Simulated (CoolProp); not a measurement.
A single-stage vapour-compression cycle with R410A: evaporating at 230.15 K (dew point), condensing at 298.15 K (bubble point), superheat 8 K, subcooling 5 K, compressor efficiency 0.8, no pressure losses. Each further row changes one setting.

Computed with CoolProp (reference Helmholtz-energy equation of state, Lemmon 2003). It is a pseudo-pure fit of the blend.

| case | cooling COP | pressure ratio | discharge temperature (K) | refrigerating effect (kJ/kg) | volumetric capacity (kJ/m³) |
|---|---|---|---|---|---|
| as stated | 1.97 | 10.9 | 363.7 | 179 | 1050 |
| evaporating temperature 235.15 K | 2.23 | 8.66 | 357.4 | 181 | 1320 |
| condensing temperature 293.15 K | 2.20 | 9.50 | 355.8 | 187 | 1100 |
| subcooling 10 K | 2.06 | 10.9 | 363.7 | 187 | 1100 |
| superheat 18 K | 1.97 | 10.9 | 375.9 | 187 | 1040 |
| compressor efficiency 0.7 | 1.73 | 10.9 | 376.2 | 179 | 1050 |
